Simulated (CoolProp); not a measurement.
Vapour-liquid equilibrium of CH2F2 (R32) (1) + R143a (2) at 283.8 K; x and y are mole fractions of (1).

Values from CoolProp's multi-fluid Helmholtz-energy mixture model, Tillner-Roth 1997 and Lemmon and Jacobsen 2000; pair parameters Bell 2016.

| x | bubble pressure, mixture model (bar) | bubble pressure, Raoult's law (bar) | y, mixture model | y, Raoult's law |
|---|---|---|---|---|
| 0.05 | ___ | 8.659 | ___ | 0.065 |
| 0.15 | 9.322 | 8.935 | 0.204 | 0.189 |
| 0.25 | 9.778 | 9.212 | ___ | 0.306 |
| 0.35 | 10.17 | 9.488 | 0.419 | 0.416 |
| 0.45 | 10.51 | 9.764 | 0.512 | 0.520 |
| 0.55 | ___ | 10.04 | 0.600 | 0.618 |
| 0.65 | 11.01 | 10.32 | 0.685 | 0.711 |
| 0.75 | 11.18 | 10.59 | 0.769 | 0.799 |
| 0.85 | 11.28 | 10.87 | 0.856 | 0.882 |
| 0.95 | ___ | 11.15 | 0.950 | 0.962 |

**Question.** Some entries are withheld; supply them.

**Answer.** 
- 0.05, bubble pressure, mixture model (bar): 8.803
- 0.05, y, mixture model: 0.073
- 0.25, y, mixture model: 0.317
- 0.55, bubble pressure, mixture model (bar): 10.79
- 0.95, bubble pressure, mixture model (bar): 11.30

The largest gap from Raoult's law is +7.6 % in bubble pressure, at x = 0.45. y crosses x between x = 0.85 and 0.95: the model has an azeotrope there.

Pair parameters are fitted to limited data, so mixtures are less certain than the pure fluids.
